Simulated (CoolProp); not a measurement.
A closed Brayton cycle with carbon dioxide: compressor inlet 311.15 K and 8.6 MPa, high pressure 25.5 MPa, turbine inlet 695 K, compressor efficiency 0.89, turbine efficiency 0.85, recuperator effectiveness 0.8 (on enthalpy, no pinch check). Each further row changes one setting.

Computed with CoolProp (reference Helmholtz-energy equation of state, Span 1996).

```csv
case,thermal efficiency (%),net work (kJ/kg),compressor to turbine work,compressor exit (K),turbine exit (K)
as stated,26.9,76.3,0.30,361.1,582.8
turbine inlet 645 K,25.2,66.3,0.33,361.1,[?]
compressor inlet 321.15 K,[?],59.4,0.45,404.0,582.8
high pressure 21.7 MPa,25.3,[?],[?],[?],[?]
recuperator effectiveness 0.5,21.0,76.3,0.30,361.1,582.8
```

Task: Fill in the missing entries.

Result: 
- turbine inlet 645 K, turbine exit (K): 536.7
- compressor inlet 321.15 K, thermal efficiency (%): 24.8
- high pressure 21.7 MPa, net work (kJ/kg): 68.3
- high pressure 21.7 MPa, compressor to turbine work: 0.28
- high pressure 21.7 MPa, compressor exit (K): 353.3
- high pressure 21.7 MPa, turbine exit (K): 599.2
